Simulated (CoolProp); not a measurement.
Computed with CoolProp (reference Helmholtz-energy equation of state, Lemmon 2005).

Q: For R125, give the phase and the density (kg/m³), cv (kJ/(kg K)), isothermal compressibility (1/MPa) at 302.9 K and 202 bar.

A: 
- 302.9 K and 202 bar: liquid; density 1330, cv 0.823, isothermal compressibility 0.00397
